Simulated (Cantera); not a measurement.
Input: 1 mol HMDSO, 8.2 mol N2O, 37 mol H2, at 15.0 Pa.

Equilibrium computed with Cantera from the NASA thermochemical tables; the gas is ideal and each condensed phase is pure. Candidate condensed phases: C, C6H6, C7H8, C8H18, H2O, Si, SiC, SiO2, Si2N2O, Si3N4; 151 gas species. The feed counts by its element totals alone. Mutual solubility and eutectic melting of coexisting phases are not modelled. The tables hold silica as quartz up to 1696 K and as liquid above; real silica turns to tridymite and cristobalite and melts near 1996 K. Rates play no part.

What share of the Si ends up in condensed phases as a function of T (K), at 1325, 1350, 1375, 1400, 1425, 1450, 1475, 1500, 1525?


| T (K) | Si condensed (%) | as |
|---|---|---|
| 1325 | 92.0 | SiO2(β-quartz) + Si2N2O(s) |
| 1350 | 81.3 | SiO2(β-quartz) + Si2N2O(s) |
| 1375 | 60.0 | SiO2(β-quartz) |
| 1400 | 59.9 | SiO2(β-quartz) |
| 1425 | 59.8 | SiO2(β-quartz) |
| 1450 | 59.5 | SiO2(β-quartz) |
| 1475 | 59.0 | SiO2(β-quartz) |
| 1500 | 58.0 | SiO2(β-quartz) |
| 1525 | 56.1 | SiO2(β-quartz) |
